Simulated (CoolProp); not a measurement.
The numbers come from the reference Helmholtz-energy equation of state, Wu 2011 in CoolProp.

Task: For dimethyl ether, give the phase and the speed of sound (m/s), expansivity (1/kK) at 269.3 K and 1.54 MPa; 269.3 K and 3.16 MPa; 269.3 K and 13.3 MPa.

Result: 
- 269.3 K and 1.54 MPa: liquid; speed of sound 1040, expansivity 2.04
- 269.3 K and 3.16 MPa: liquid; speed of sound 1050, expansivity 2.00
- 269.3 K and 13.3 MPa: liquid; speed of sound 1130, expansivity 1.79
